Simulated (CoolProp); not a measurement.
The numbers come from the reference Helmholtz-energy equation of state, Lemmon 2016 in CoolProp.

**Question.** For R115, give the phase and the cp (kJ/(kg K)) at 226.85 °C and 711 kPa; 226.85 °C and 853 kPa; 226.85 °C and 1420 kPa.

**Answer.** 
- 226.85 °C and 711 kPa: gas; cp 0.933
- 226.85 °C and 853 kPa: gas; cp 0.935
- 226.85 °C and 1420 kPa: gas; cp 0.944
